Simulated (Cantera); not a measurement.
Input: 1 mol SiCl₄, 0.036 mol C₃H₈, 1200 mol H₂, equilibrated at 2023.15 K.

Equilibrium computed with Cantera from the NASA thermochemical tables; the gas is ideal and each condensed phase is pure. Candidate condensed phases: C, C₆H₆, C₇H₈, C₈H₁₈, Si, SiC; 109 gas species. Mutual solubility and eutectic melting of coexisting phases are not modelled. Gases not in the tables: Si₂H₆ and higher silanes. The numbers say what is thermodynamically allowed, not how fast it happens.

**Question.** Which condensed phases are stable at each of these points (P (Pa)): 100, 320, 1000, 3200, 10000, 32000, 100000?

**Answer.** 
```json
[
 {"P (Pa)": "100", "condensed phases": "gas only", "Si condensed (%)": "0.0"},
 {"P (Pa)": "320", "condensed phases": "gas only", "Si condensed (%)": "0.0"},
 {"P (Pa)": "1000", "condensed phases": "gas only", "Si condensed (%)": "0.0"},
 {"P (Pa)": "3200", "condensed phases": "SiC(s)", "Si condensed (%)": "2.0"},
 {"P (Pa)": "10000", "condensed phases": "SiC(s)", "Si condensed (%)": "7.6"},
 {"P (Pa)": "32000", "condensed phases": "Si(l) + SiC(s)", "Si condensed (%)": "50.3"},
 {"P (Pa)": "100000", "condensed phases": "Si(l) + SiC(s)", "Si condensed (%)": "69.8"}
]
```

From 0.750 Torr to 7.50 Torr nothing is condensed. From 24.0 Torr to 75.0 Torr the condensed part is SiC(s). From 240 Torr to 750 Torr the condensed part is Si(l) + SiC(s).
